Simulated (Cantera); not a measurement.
## Ignition delay

Mixture: 7.18 % CH4, 15.9 % O2, 76.9 % N2, at 101000 Pa, adiabatic and at constant volume. Ignition delay is the time to a rise of 400 K.

Cantera simulation using GRI-Mech 3.0 (53 species, 325 reactions); the numbers are that mechanism's predictions, not measurements.

```tsv
T0 (K)	delay (ms)
1373	5.32
1448	2.25
1523	1.04
1598	0.524
1673	0.287
```

apparent activation energy between 1523 and 1673 K: 180 kJ/mol
